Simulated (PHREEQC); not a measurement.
Solution (25 °C): 0.24 mol MgSO4 and 0.077 mol NaHCO3 per kg of water. Closed to the air; pH follows from the charge balance.

Equilibrium calculation in PHREEQC: Pitzer model, pitzer.dat.

Q: The ionic strength comes out as 1.03 mol/kgw. What activity coefficients do HCO3-, Na+, CO3-2, MgOH+, Mg+2 get?

A: HCO3- 0.50, Na+ 0.66, CO3-2 0.044, MgOH+ 0.54, Mg+2 0.15. Single-ion values are on the MacInnes scale.

Precipitation was switched off in this run. Examples of supersaturated solids here: Magnesite (slow to form). Others may be too. In brines, pH and single-ion activities rest on the MacInnes convention.
